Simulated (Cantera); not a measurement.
Input (Python, Cantera):

```python
import numpy as np
import cantera as ct

gas = ct.Solution("gri30.yaml")
gas.TPX = 1925, 45000, {'C2H6': 1, 'N2': 58}
reactor = ct.IdealGasConstPressureReactor(gas, energy="off", clone=False)
net = ct.ReactorNet([reactor])
net.rtol, net.atol = 1e-08, 1e-18
show = ['C2H6', 'H', 'CH4', 'C2H4', 'C2H2', 'H2']
times = np.geomspace(4e-05, 200, 15)

steps = ct.SolutionArray(gas, extra=["t"])
rows = []
print(f"{'t/s':>10s}{'T/K':>9s}{'P/Pa':>11s}" + "".join(f"{s:>11s}" for s in show))
for t in times:
    while net.time < t:
        t_next = net.step()
        steps.append(gas.state, t=t_next)
    rows.append([np.interp(t, steps.t, y) for y in (steps.T, steps.P, *steps(*show).X.T)])
    print(f"{t:10.3e}{rows[-1][0]:9.1f}{rows[-1][1]:11.4g}" + "".join(f"{x:11.3e}" for x in rows[-1][2:]))
rate = np.gradient(steps.T, steps.t)
print("integrator steps:", len(steps.t))
if steps.T.max() > steps.T[0] + 200:
    print(f"time of steepest temperature rise: {steps.t[rate.argmax()]:.4e} s")
gas.TPX = 1925, 45000, {'C2H6': 1, 'N2': 58}
gas.equilibrate("TP")
print(f"equilibrium (TP): T = {gas.T:.1f} K  " + "  ".join(f"{s} {gas[s].X[0]:.3e}" for s in show))
```

It prints:

```
       t/s      T/K       P/Pa       C2H6          H        CH4       C2H4       C2H2         H2
 4.000e-05   1925.0    4.5e+04  2.026e-04  1.240e-03  2.989e-03  4.879e-03  7.713e-03  1.857e-02
 1.204e-04   1925.0    4.5e+04  1.252e-05  6.085e-04  2.757e-03  1.102e-03  1.334e-02  2.621e-02
 3.623e-04   1925.0    4.5e+04  2.781e-06  3.311e-04  2.301e-03  1.594e-04  1.483e-02  2.859e-02
 1.090e-03   1925.0    4.5e+04  8.911e-07  2.264e-04  1.847e-03  3.963e-05  1.529e-02  2.965e-02
 3.281e-03   1925.0    4.5e+04  3.577e-07  2.146e-04  1.252e-03  1.662e-05  1.564e-02  3.065e-02
 9.875e-03   1925.0    4.5e+04  9.188e-08  2.327e-04  6.028e-04  5.937e-06  1.601e-02  3.169e-02
 2.972e-02   1925.0    4.5e+04  1.248e-08  2.485e-04  2.121e-04  2.917e-06  1.622e-02  3.231e-02
 8.944e-02   1925.0    4.5e+04  1.194e-09  2.559e-04  6.409e-05  2.515e-06  1.629e-02  3.254e-02
 2.692e-01   1925.0    4.5e+04  9.295e-11  2.585e-04  1.725e-05  2.481e-06  1.631e-02  3.261e-02
 8.101e-01   1925.0    4.5e+04  1.385e-11  2.592e-04  5.292e-06  2.480e-06  1.631e-02  3.263e-02
 2.438e+00   1925.0    4.5e+04  1.131e-11  2.592e-04  4.403e-06  2.479e-06  1.630e-02  3.264e-02
 7.337e+00   1925.0    4.5e+04  1.179e-11  2.592e-04  4.587e-06  2.475e-06  1.628e-02  3.264e-02
 2.208e+01   1925.0    4.5e+04  1.281e-11  2.593e-04  4.956e-06  2.465e-06  1.622e-02  3.264e-02
 6.646e+01   1925.0    4.5e+04  1.466e-11  2.593e-04  5.572e-06  2.440e-06  1.605e-02  3.264e-02
 2.000e+02   1925.0    4.5e+04  1.694e-11  2.593e-04  6.260e-06  2.381e-06  1.566e-02  3.264e-02
integrator steps: 1495
equilibrium (TP): T = 1925.0 K  C2H6 3.169e-12  H 2.594e-04  CH4 2.896e-06  C2H4 3.072e-07  C2H2 2.019e-03  H2 3.265e-02
```

Cantera simulation using GRI-Mech 3.0 (53 species, 325 reactions); the numbers are that mechanism's predictions, not measurements. GRI-Mech 3.0 stops at C3 and has no aromatics, soot or wall deposition, so with more carbon than oxygen in the feed, carbon stays in small species such as C2H2 where larger ones or solid carbon would form.
